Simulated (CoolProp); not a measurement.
Values from CoolProp's reference Helmholtz-energy equation of state, Setzmann 1991.

Give the vapour pressure (MPa), liquid density (kg/m³), liquid cp (kJ/(kg K)), vapour Z of saturated methane at -118.25, -111.85 °C.


```
T (°C)   p (MPa)  liquid density (kg/m³)  liquid cp (kJ/(kg K))  vapour Z
-------  -------  ----------------------  ---------------------  --------
-118.25     1.29                     348                   4.21     0.790
-111.85     1.68                     333                   4.50     0.747
```
